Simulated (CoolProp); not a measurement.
Acetone along the isotherm 550 K: fugacity coefficient from the reference equation and from simpler models built on Tc = 508.1 K, pc = 4692 kPa, ω = 0.307; each cubic takes its own stable root.

The numbers come from the reference Helmholtz-energy equation of state, Lemmon 2006 in CoolProp. It is a short technical equation, of lower accuracy than the large ones.

| p (kPa) | phase | reference | van der Waals | Redlich-Kwong | Soave-Redlich-Kwong | Peng-Robinson |
|---|---|---|---|---|---|---|
| 1560 | gas | 0.9038 | 0.9193 | 0.9118 | 0.9162 | 0.9057 |
| 3130 | gas | 0.8130 | 0.8387 | 0.8263 | 0.8351 | 0.8166 |
| 4690 | gas | 0.7280 | 0.7576 | 0.7434 | 0.7572 | 0.7330 |
| 6260 | supercritical | 0.6464 | 0.6704 | 0.6606 | 0.6809 | 0.6535 |
| 7820 | supercritical | 0.5692 | 0.5896 | 0.5834 | 0.6099 | 0.5815 |
| 9380 | supercritical | 0.5040 | 0.5318 | 0.5235 | 0.5517 | 0.5230 |
| 10900 | supercritical | 0.4558 | 0.4913 | 0.4800 | 0.5082 | 0.4792 |
| 12500 | supercritical | 0.4170 | 0.4599 | 0.4451 | 0.4731 | 0.4436 |
| 14100 | supercritical | 0.3869 | 0.4365 | 0.4183 | 0.4458 | 0.4158 |
| 15600 | supercritical | 0.3644 | 0.4198 | 0.3984 | 0.4255 | 0.3949 |
| 17200 | supercritical | 0.3449 | 0.4061 | 0.3814 | 0.4080 | 0.3768 |
| 18800 | supercritical | 0.3289 | 0.3958 | 0.3677 | 0.3940 | 0.3620 |
| 20300 | supercritical | 0.3165 | 0.3885 | 0.3572 | 0.3833 | 0.3506 |
| 21900 | supercritical | 0.3053 | 0.3828 | 0.3480 | 0.3740 | 0.3404 |
| 23500 | supercritical | 0.2959 | 0.3788 | 0.3406 | 0.3664 | 0.3319 |
